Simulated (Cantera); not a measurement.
An isothermal, constant-pressure homogeneous reactor starts with CO : O2 : H2O : N2 = 0.0068 : 0.0046 : 0.018 : 1 (molar parts), at 900 K and 1.00 bar. Integrator tolerance rtol = 1e-08.

Model: GRI-Mech 3.0 (53 species, 325 reactions), integrated in Cantera.

Q: What does this change do: pressure from 1.00 bar to 0.110 bar?

A: 
```
quantity                                           before                                     after
---------------  ----------------------------------------  ----------------------------------------
x(CO) at 100 s     0.00108 (gas-phase equilibrium <1e-12)    3.59e-8 (gas-phase equilibrium <1e-12)
x(O2) at 100 s    0.00172 (gas-phase equilibrium 0.00117)   0.00117 (gas-phase equilibrium 0.00117)
x(H2O) at 100 s     0.0175 (gas-phase equilibrium 0.0175)     0.0175 (gas-phase equilibrium 0.0175)
x(HO2) at 100 s  4.79e-7 (gas-phase equilibrium 1.34e-12)   2.88e-10 (gas-phase equilibrium <1e-12)
x(H2) at 100 s   2.98e-5 (gas-phase equilibrium 1.65e-12)  9.47e-9 (gas-phase equilibrium 4.98e-12)
```

Q: What does this change do: temperature 900 to 1050 K?

A: 
| quantity | before | after |
|---|---|---|
| x(CO) at 100 s | 0.00108 (gas-phase equilibrium <1e-12) | 1.57e-10 (gas-phase equilibrium 6.00e-11) |
| x(O2) at 100 s | 0.00172 (gas-phase equilibrium 0.00117) | 0.00117 (gas-phase equilibrium 0.00117) |
| x(H2O) at 100 s | 0.0175 (gas-phase equilibrium 0.0175) | 0.0175 (gas-phase equilibrium 0.0175) |
| x(HO2) at 100 s | 4.79e-7 (gas-phase equilibrium 1.34e-12) | 3.10e-11 (gas-phase equilibrium 1.70e-11) |
| x(H2) at 100 s | 2.98e-5 (gas-phase equilibrium 1.65e-12) | 4.77e-10 (gas-phase equilibrium 1.87e-10) |
